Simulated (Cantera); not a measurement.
## Thermodynamics of chlorosilane synthesis and conversion, feed SiCl4 + HCl + H2 + Cl2

Charge: 1 mol SiCl4, 0.8 mol HCl, a varied amount of H2, 1.1 mol Cl2, held at 402 °C and 1 atm.

These are equilibrium values from Cantera (NASA tables, ideal gas, pure condensed phases), not measurements of a reactor. Candidate condensed phases: Si; 19 gas species. Equilibrium is a limit: real reactors are often held back by kinetics, nucleation or transport.

| n(H2) (mol) | log p HCl | log p SiCl4 | log p H2 | log p Cl2 | log p SiHCl3 | log p Cl |
|---|---|---|---|---|---|---|
| 0.57 | -0.25 | -0.53 | <-11 | -0.81 | <-11 | -6.93 |
| 0.71 | -0.21 | -0.55 | <-11 | -0.96 | <-11 | -7.00 |
| 0.87 | -0.17 | -0.57 | <-11 | -1.21 | <-11 | -7.12 |
| 1.1 | -0.12 | -0.60 | -7.75 | -7.75 | <-11 | -10.39 |
| 1.3 | -0.14 | -0.62 | -1.32 | <-11 | -5.68 | <-11 |
| 1.7 | -0.18 | -0.66 | -0.88 | <-11 | -5.24 | <-11 |
| 2 | -0.21 | -0.68 | -0.73 | <-11 | -5.09 | <-11 |
| 2.5 | -0.25 | -0.73 | -0.58 | <-11 | -4.94 | <-11 |
log p: log10 of the partial pressure in bar; nothing condenses.

From 0.57 mol H2 to 2.5 mol H2 nothing is condensed. The main Si-bearing gas is SiCl4 throughout.
